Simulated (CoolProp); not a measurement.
Isopentane along the isotherm 474.1 K: Z from the reference equation and from simpler models built on Tc = 460.3 K, pc = 3.378 MPa, ω = 0.227; each cubic takes its own stable root.

Model: reference Helmholtz-energy equation of state, Lemmon 2006, in CoolProp. It is a short technical equation, of lower accuracy than the large ones.

```csv
p (MPa),phase,reference,van der Waals,Redlich-Kwong,Soave-Redlich-Kwong,Peng-Robinson
1.41,gas,0.8564,0.8712,0.8569,0.8591,0.8444
2.82,gas,0.6661,0.6915,0.6687,0.6761,0.6498
4.22,supercritical,0.2907,0.3437,0.3237,0.3495,0.3252
5.63,supercritical,0.2842,0.3851,0.3306,0.3383,0.3078
7.04,supercritical,0.3295,0.4476,0.3746,0.3804,0.3444
8.45,supercritical,0.3779,0.5124,0.4226,0.4276,0.3862
9.85,supercritical,0.4263,0.5768,0.4708,0.4753,0.4288
11.3,supercritical,0.4762,0.6432,0.5204,0.5248,0.4730
12.7,supercritical,0.5240,0.7066,0.5680,0.5721,0.5154
14.1,supercritical,0.5713,0.7695,0.6150,0.6190,0.5575
15.5,supercritical,0.6182,0.8318,0.6615,0.6654,0.5991
16.9,supercritical,0.6646,0.8935,0.7075,0.7114,0.6403
```
